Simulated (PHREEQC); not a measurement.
A solution holds 6.7 mmol/kgw Cu(NO3)2 and 39 mmol/kgw H3BO3, at 25 °C. Closed to the air; pH follows from the charge balance.

All values are PHREEQC results (ion-association model, wateq4f.dat), not measurements.

```
quantity                  before    after
-----------------------  -------  -------
pH                          4.83     5.79
Cu2(OH)2+2 (mol/kgw)     5.50e-6  6.78e-8
CuOH+ (mol/kgw)          3.09e-6  3.87e-7
Cu(OH)2 (mol/kgw)        3.78e-7  4.90e-7
SI of Tenorite (CuO)       -0.36    -0.25
SI of Cu(OH)2 (Cu(OH)2)    -1.38    -1.27
```

Task: What was changed between the two runs?
(A) diluted 10-fold with water
(B) H3BO3 from 0.039 to 0.0039 mol/kgw
(C) Cu(NO3)2 from 0.0067 to 0.0134 mol/kgw
(D) H3BO3 left out
(E) diluted 100-fold with water

Result: E, diluted 100-fold with water

Precipitation was switched off in this run.
